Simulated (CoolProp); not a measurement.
Saturated liquid density (kg/m³) of toluene: the reference equation beside estimates from Tc = 591.7 K, pc = 4126 kPa, ω = 0.266.

Computed with CoolProp (reference Helmholtz-energy equation of state, Lemmon 2006). It is a short technical equation, of lower accuracy than the large ones.

| T (K) | reference | van der Waals | Redlich-Kwong | Soave-Redlich-Kwong | Peng-Robinson |
|---|---|---|---|---|---|
| 326.7 | 835.3 | 491.4 | 726.8 | 746.6 | 841.2 |
| 329.1 | 833.0 | 490.1 | 724.7 | 744.7 | 839.2 |
| 331.4 | 830.8 | 488.9 | 722.7 | (withheld) | 837.3 |
| 333.8 | 828.5 | 487.7 | 720.6 | 741.1 | 835.3 |
| 336.2 | 826.2 | 486.4 | 718.5 | 739.2 | 833.3 |
| 338.6 | 823.9 | 485.2 | (withheld) | 737.3 | 831.3 |
| 341 | 821.6 | 483.9 | 714.2 | 735.4 | 829.2 |
| 343.4 | 819.3 | 482.6 | 712.0 | (withheld) | 827.1 |
| 345.8 | 817.0 | 481.3 | 709.8 | (withheld) | 825.0 |
| 348.2 | 814.6 | 480.1 | 707.6 | 729.5 | 822.9 |
| 350.6 | 812.3 | 478.8 | 705.3 | 727.5 | 820.8 |
| 353 | (withheld) | 477.5 | 703.1 | 725.5 | 818.6 |
| 355.4 | 807.6 | 476.1 | 700.8 | 723.4 | 816.4 |
| 357.7 | 805.3 | 474.9 | (withheld) | 721.4 | 814.3 |

Problem. Fill in the missing entries.

Solution. 
- 331.4, Soave-Redlich-Kwong: 743.0
- 338.6, Redlich-Kwong: 716.3
- 343.4, Soave-Redlich-Kwong: 733.4
- 345.8, Soave-Redlich-Kwong: 731.5
- 353, reference: 809.9
- 357.7, Redlich-Kwong: 698.7

Absolute difference from the reference over all 14 rows, mean and median: van der Waals 41.1 and 41.1 %, Redlich-Kwong 13.1 and 13.1 %, Soave-Redlich-Kwong 10.5 and 10.5 %, Peng-Robinson 0.9 and 0.9 %.
